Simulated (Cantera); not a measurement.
A perfectly stirred reactor is fed with CH₄ : C₂H₆ : O₂ : N₂ : H₂O = 1 : 0.034 : 2.14 : 8.05 : 2.3 (molar parts), at 150000 Pa; it is adiabatic with a 650 K inlet, and is followed from long to short residence time, starting on the burning branch (τ in s: 0.054, 0.026, 0.012, 0.0059, 0.0028, 0.0013, 0.00064, 0.0003, 0.00014, 6.9e-05, 3.3e-05, 1.6e-05, 7.5e-06).

Computed with Cantera and GRI-Mech 3.0 (53 species, 325 reactions).

Question: What does this change do: pressure from 150000 Pa to 190000 Pa?

Answer: 
```csv
quantity,before,after
"blow-out, bracketed by the residence times tried","burning at 0.140 ms, out at 69.0 µs","burning at 69.0 µs, out at 33.0 µs"
x(CH₄) at τ = 54.0 ms,6.31e-6,5.75e-6
x(C₂H₆) at τ = 54.0 ms,2.05e-8,1.74e-8
x(O₂) at τ = 54.0 ms,0.00559,0.00518
x(HCO) at τ = 54.0 ms,2.49e-8,1.99e-8
x(NO) at τ = 54.0 ms,0.000316,0.000335
x(CH₄) at τ = 0.640 ms,0.000154,0.000141
x(C₂H₆) at τ = 0.640 ms,1.18e-6,1.04e-6
x(O₂) at τ = 0.640 ms,0.0147,0.0135
x(HCO) at τ = 0.640 ms,1.96e-6,1.56e-6
x(NO) at τ = 0.640 ms,7.56e-5,8.38e-5
```

Question: What does this change do: inlet temperature 650 to 448 K?

Answer: 
```csv
quantity,before,after
"blow-out, bracketed by the residence times tried","burning at 0.140 ms, out at 69.0 µs","burning at 0.300 ms, out at 0.140 ms"
x(CH₄) at τ = 54.0 ms,6.31e-6,1.04e-5
x(C₂H₆) at τ = 54.0 ms,2.05e-8,4.11e-8
x(O₂) at τ = 54.0 ms,0.00559,0.00480
x(HCO) at τ = 54.0 ms,2.49e-8,2.83e-8
x(NO) at τ = 54.0 ms,0.000316,0.000119
x(CH₄) at τ = 0.640 ms,0.000154,0.000236
x(C₂H₆) at τ = 0.640 ms,1.18e-6,1.88e-6
x(O₂) at τ = 0.640 ms,0.0147,0.0143
x(HCO) at τ = 0.640 ms,1.96e-6,2.28e-6
x(NO) at τ = 0.640 ms,7.56e-5,4.77e-5
```
